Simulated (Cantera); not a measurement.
A freely propagating, adiabatic, planar premixed flame of H₂ : O₂ : N₂ = 1 : 0.5 : 1.88 (molar parts), unburnt at 675 K and 10.0 bar; mixture-averaged transport, grid criteria slope 0.08 and curve 0.16, no radiation.

Cantera simulation using the H2/O2 subset of GRI-Mech 3.0, which has no nitrogen chemistry; the numbers are that mechanism's predictions, not measurements. The hydrogen kinetics of GRI-Mech 3.0 are dated; newer H2 mechanisms differ, most at raised pressure. Burning velocities carry a grid error of a few per cent, more on coarse grids.

x: mole fraction of selected species; z is measured from the peak of heat release.

```json
[
 {"z (mm)": "-0.0788", "T (K)": "675", "u (m/s)": "7.89", "x H₂": "0.296", "x O₂": "0.148", "x HO₂": "<1e-8", "x H₂O₂": "<1e-8", "x OH": "<1e-8", "x H₂O": "<1e-8"},
 {"z (mm)": "-0.0525", "T (K)": "675", "u (m/s)": "7.89", "x H₂": "0.296", "x O₂": "0.148", "x HO₂": "[?]", "x H₂O₂": "<1e-8", "x OH": "<1e-8", "x H₂O": "1.07e-7"},
 {"z (mm)": "-0.0394", "T (K)": "675", "u (m/s)": "7.88", "x H₂": "0.296", "x O₂": "0.148", "x HO₂": "[?]", "x H₂O₂": "<1e-8", "x OH": "<1e-8", "x H₂O": "9.18e-7"},
 {"z (mm)": "-0.0263", "T (K)": "676", "u (m/s)": "7.88", "x H₂": "0.294", "x O₂": "0.148", "x HO₂": "[?]", "x H₂O₂": "8.14e-8", "x OH": "<1e-8", "x H₂O": "1.81e-5"},
 {"z (mm)": "-0.0131", "T (K)": "725", "u (m/s)": "8.26", "x H₂": "0.275", "x O₂": "0.151", "x HO₂": "[?]", "x H₂O₂": "2.15e-5", "x OH": "3.88e-5", "x H₂O": "0.00272"},
 {"z (mm)": "-0.00656", "T (K)": "1008", "u (m/s)": "11.1", "x H₂": "0.228", "x O₂": "0.143", "x HO₂": "[?]", "x H₂O₂": "0.000109", "x OH": "0.00112", "x H₂O": "0.0328"},
 {"z (mm)": "0", "T (K)": "1488", "u (m/s)": "15.8", "x H₂": "0.148", "x O₂": "0.106", "x HO₂": "[?]", "x H₂O₂": "2.84e-5", "x OH": "0.00424", "x H₂O": "0.116"},
 {"z (mm)": "0.00656", "T (K)": "1839", "u (m/s)": "19.3", "x H₂": "0.0826", "x O₂": "0.0593", "x HO₂": "[?]", "x H₂O₂": "5.58e-6", "x OH": "0.0104", "x H₂O": "0.200"},
 {"z (mm)": "0.0131", "T (K)": "2031", "u (m/s)": "21.2", "x H₂": "0.0545", "x O₂": "0.0355", "x HO₂": "[?]", "x H₂O₂": "3.78e-6", "x OH": "0.0154", "x H₂O": "0.240"},
 {"z (mm)": "0.0263", "T (K)": "2222", "u (m/s)": "23.0", "x H₂": "0.0405", "x O₂": "0.0223", "x HO₂": "[?]", "x H₂O₂": "2.51e-6", "x OH": "0.0185", "x H₂O": "0.266"},
 {"z (mm)": "0.0525", "T (K)": "2388", "u (m/s)": "24.5", "x H₂": "0.0332", "x O₂": "0.0167", "x HO₂": "[?]", "x H₂O₂": "1.81e-6", "x OH": "0.0176", "x H₂O": "0.283"},
 {"z (mm)": "0.105", "T (K)": "2513", "u (m/s)": "25.5", "x H₂": "0.0262", "x O₂": "0.0128", "x HO₂": "[?]", "x H₂O₂": "1.37e-6", "x OH": "0.0150", "x H₂O": "0.298"},
 {"z (mm)": "0.210", "T (K)": "2596", "u (m/s)": "26.2", "x H₂": "0.0201", "x O₂": "0.00995", "x HO₂": "[?]", "x H₂O₂": "1.08e-6", "x OH": "0.0125", "x H₂O": "0.309"}
]
```

**Question.** Fill in the missing entries.

**Answer.** 
- -0.0525, x HO₂: 1.24e-8
- -0.0394, x HO₂: 1.27e-7
- -0.0263, x HO₂: 3.42e-6
- -0.0131, x HO₂: 0.000612
- -0.00656, x HO₂: 0.00119
- 0, x HO₂: 0.000608
- 0.00656, x HO₂: 0.000277
- 0.0131, x HO₂: 0.000136
- 0.0263, x HO₂: 6.24e-5
- 0.0525, x HO₂: 3.16e-5
- 0.105, x HO₂: 1.64e-5
- 0.210, x HO₂: 9.41e-6
